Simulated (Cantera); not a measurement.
A closed system holds: 1 mol Si₂Cl₆, 4.9 mol NH₃, 5.8 mol H₂, equilibrated at 1625 K and 1.33 mbar.

Method: chemical equilibrium by Gibbs-energy minimisation in Cantera with the NASA 1993 tables (ideal gas, pure condensed phases). Candidate condensed phases: NH₄Cl, Si, Si₃N₄; 28 gas species. The feed counts by its element totals alone. The tables' values for SiCl₃, SiCl are old estimates; treat these amounts as uncertain. Equilibrium is a limit: real reactors are often held back by kinetics, nucleation or transport.

Base state: H₂ 0.640, N₂ 0.132, HCl 0.131, SiCl₂ 0.0943, H 0.00155, SiCl₃ 0.000671, Cl 0.000250, SiCl 0.000200 (mole fractions); condensed: Si(s).

Task: What changes in the equilibrium state with this change: temperature from 1625 K to 898 K?

Result: 
| species | before | after |
|---|---|---|
| H₂ | 0.640 | 0.606 |
| HCl | 0.131 | 0.315 |
| N₂ | 0.132 | 0.0704 |
| SiCl₂ | 0.0943 | 2.30e-7 |
| SiCl₄ | 1.11e-5 | 0.00828 |
| H | 0.00155 | 2.33e-9 |
| Cl | 0.000250 | 1.19e-9 |
| SiCl | 0.000200 | <1e-9 |
| Si | 0.000122 | <1e-9 |
| Si(s), mol | 0.226 | 0 |
| Si₃N₄(s), mol | 0 | 0.619 |
